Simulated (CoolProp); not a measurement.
Properties of R1224YDZ along the isotherm 175.85 °C (Tc = 155.5 °C, pc = 33.34 bar, ω = 0.325).

Computed with CoolProp (reference Helmholtz-energy equation of state, Akasaka 2023).

```csv
p (bar),phase,Z,cp (kJ/(kg K)),speed of sound (m/s),Joule-Thomson coefficient (K/MPa)
6.95,gas,0.9363,1.018,154.2,8.500
13.9,gas,0.8668,1.066,144.3,___
20.8,gas,0.7902,1.141,133.4,10.35
27.8,gas,0.7016,1.283,121.3,11.62
34.7,supercritical,0.5963,___,107.8,13.06
41.7,supercritical,0.4465,2.862,90.54,14.12
48.6,supercritical,0.3019,2.714,101.7,7.173
55.6,supercritical,___,1.952,139.5,3.639
62.5,supercritical,0.3117,1.729,168.0,2.429
69.5,supercritical,0.3318,1.619,191.0,1.808
76.4,supercritical,0.3534,1.553,___,1.433
83.4,supercritical,0.3760,1.507,226.8,1.173
```

Some entries are withheld; supply them.


- 13.9, Joule-Thomson coefficient (K/MPa): 9.328
- 34.7, cp (kJ/(kg K)): 1.602
- 55.6, Z: 0.2966
- 76.4, speed of sound (m/s): 210.0

The peak of cp marks the crossing from liquid-like to gas-like fluid above the critical point.
